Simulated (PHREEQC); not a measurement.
Solution (91 °C): 0.043 mol/kgw HCl and 0.038 mol/kgw KCl. Closed to the air; pH follows from the charge balance.

Model: Pitzer model, pitzer.dat, run in PHREEQC.

| quantity | before | after |
|---|---|---|
| pH | 1.48 | 2.41 |
| SI of Sylvite (KCl) | -4.05 | -5.91 |

Problem. Name the change that produced these shifts.
(A) temperature from 91 to 5 °C
(B) HCl left out
(C) diluted 10-fold with water
(D) KCl from 0.038 to 0.076 mol/kgw

Solution. C, diluted 10-fold with water

Precipitation was switched off in this run. At this temperature some constants are extrapolated from 25 °C, and those without enthalpy data are left unchanged.
